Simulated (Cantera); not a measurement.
An adiabatic, constant-pressure homogeneous reactor starts with 25.2 % CH3OH, 15.7 % O2, 59.1 % N2, equivalence ratio 2.4, at 1173 K and 3750 Torr.

Computed with Cantera and GRI-Mech 3.0 (53 species, 325 reactions). GRI-Mech 3.0 was tuned for natural gas; its chemistry of methanol as a main component is partial and can be far from experiment.

Problem. Predict: time of steepest temperature rise; temperature at 0.100 s; equilibrium temperature; x(O2) at 0.100 s; x(CH4) at 0.100 s; x(H2) at 0.100 s; x(H) at 0.100 s.

Solution. 
```
Item                                                                Result
---------------------------------  ---------------------------------------
time of steepest temperature rise                                  3.27 ms
temperature at 0.100 s                                              2196 K
equilibrium temperature                                             2196 K
x(O2) at 0.100 s                   3.34e-7 (gas-phase equilibrium 3.34e-7)
x(CH4) at 0.100 s                  1.33e-9 (gas-phase equilibrium 1.50e-9)
x(H2) at 0.100 s                       0.173 (gas-phase equilibrium 0.173)
x(H) at 0.100 s                    0.00103 (gas-phase equilibrium 0.00103)
```
